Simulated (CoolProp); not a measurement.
Ammonia at 487.24 K and 12.5 MPa flows at 18 m/s in a round tube of 10 mm bore and 15 µm roughness, fully developed (64/Re and Nu = 3.66 if laminar; Colebrook and Gnielinski if turbulent). Each further row changes one setting.

The numbers come from the reference Helmholtz-energy equation of state, Gao 2020 in CoolProp.

```csv
case,Reynolds number,Darcy friction factor,pressure drop (Pa/m),heat-transfer coefficient (W/(m² K)),mass flow (kg/h)
as stated,(withheld),0.0221,24300,(withheld),346
velocity 36 m/s,1300000,0.0219,(withheld),25200,692
diameter 20 mm,1300000,(withheld),10300,(withheld),(withheld)
```

Task: What belongs in the gaps?

Result: 
- as stated, Reynolds number: 648000
- as stated, heat-transfer coefficient (W/(m² K)): 12700
- velocity 36 m/s, pressure drop (Pa/m): 96500
- diameter 20 mm, Darcy friction factor: 0.0186
- diameter 20 mm, heat-transfer coefficient (W/(m² K)): 10800
- diameter 20 mm, mass flow (kg/h): 1380

Viscosity comes from a separate model (Fenghour 1995). Thermal conductivity comes from a separate model (Tufeu 1984).
